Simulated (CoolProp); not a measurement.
Methanol along the isotherm 620 K: fugacity coefficient from the reference equation and from simpler models built on Tc = 513.4 K, pc = 8.216 MPa, ω = 0.565; each cubic takes its own stable root.

Values from CoolProp's reference Helmholtz-energy equation of state, de Reuck 1993.

| p (MPa) | phase | reference |
|---|---|---|
| 0.822 | gas | 0.9836 |
| 1.64 | gas | 0.9673 |
| 2.46 | gas | 0.9510 |
| 3.29 | gas | 0.9345 |
| 4.11 | gas | 0.9184 |
| 4.93 | gas | 0.9025 |
| 5.75 | gas | 0.8867 |
| 6.57 | gas | 0.8713 |
| 7.39 | gas | 0.8561 |
| 8.22 | supercritical | 0.8411 |
| 9.04 | supercritical | 0.8265 |
| 9.86 | supercritical | 0.8122 |
| 10.7 | supercritical | 0.7978 |
| 11.5 | supercritical | 0.7844 |
| 12.3 | supercritical | 0.7713 |

How far does each simpler model (van der Waals, Redlich-Kwong, Soave-Redlich-Kwong, Peng-Robinson) lie from the reference over these 15 states: mean and median of the absolute difference, and the worst?


- van der Waals: mean 2.2 %, median 1.9 %, worst -5.2 % at 620 K and 12.3 MPa
- Redlich-Kwong: mean 2.4 %, median 2.2 %, worst -4.7 % at 620 K and 12.3 MPa
- Soave-Redlich-Kwong: mean 1.8 %, median 1.8 %, worst +3.8 % at 620 K and 12.3 MPa
- Peng-Robinson: mean 0.5 %, median 0.5 %, worst -0.6 % at 620 K and 6.57 MPa
